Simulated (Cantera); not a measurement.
An isothermal, constant-pressure homogeneous reactor starts with NO : N2 = 1 : 8.5 (molar parts), at 2050 K and 20.0 Torr. Integrator tolerance rtol = 1e-08.

Cantera simulation using GRI-Mech 3.0 (53 species, 325 reactions); the numbers are that mechanism's predictions, not measurements. Radical loss at walls, strong at low pressure, is not modelled.

Problem. What does this change do: temperature 2050 to 1500 K?

Solution. 
```csv
quantity,before,after
x(NO) at 50.0 s,0.00514 (gas-phase equilibrium 0.00468),0.105 (gas-phase equilibrium 0.000673)
x(O2) at 50.0 s,0.0494 (gas-phase equilibrium 0.0496),0.000137 (gas-phase equilibrium 0.0523)
x(NO2) at 50.0 s,6.45e-7 (gas-phase equilibrium 5.89e-7),4.79e-6 (gas-phase equilibrium 2.93e-7)
x(N2) at 50.0 s,0.944 (gas-phase equilibrium 0.944),0.895 (gas-phase equilibrium 0.947)
x(O) at 50.0 s,0.00133 (gas-phase equilibrium 0.00133),7.58e-7 (gas-phase equilibrium 5.71e-6)
```

Problem. What does this change do: NO 1 to 0.17 parts?

Solution. 
```tsv
quantity	before	after
x(NO) at 50.0 s	0.00514 (gas-phase equilibrium 0.00468)	0.00404 (gas-phase equilibrium 0.00199)
x(O2) at 50.0 s	0.0494 (gas-phase equilibrium 0.0496)	0.00752 (gas-phase equilibrium 0.00853)
x(NO2) at 50.0 s	6.45e-7 (gas-phase equilibrium 5.89e-7)	1.98e-7 (gas-phase equilibrium 1.04e-7)
x(N2) at 50.0 s	0.944 (gas-phase equilibrium 0.944)	0.988 (gas-phase equilibrium 0.989)
x(O) at 50.0 s	0.00133 (gas-phase equilibrium 0.00133)	0.000516 (gas-phase equilibrium 0.000554)
```
